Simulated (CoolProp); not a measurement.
Computed with CoolProp (reference Helmholtz-energy equation of state, Lemmon 2006). It is a short technical equation, of lower accuracy than the large ones.

Task: Give the vapour pressure (MPa), liquid density (kg/m³), liquid cp (kJ/(kg K)), surface tension (mN/m) of saturated C2F6 (R116) at 192.7 K.

Result: 
| T (K) | p (MPa) | liquid density (kg/m³) | liquid cp (kJ/(kg K)) | surface tension (mN/m) |
|---|---|---|---|---|
| 192.7 | 0.0891 | 1620 | 0.936 | 11.4 |

Surface tension comes from a separate correlation (Mulero 2012).
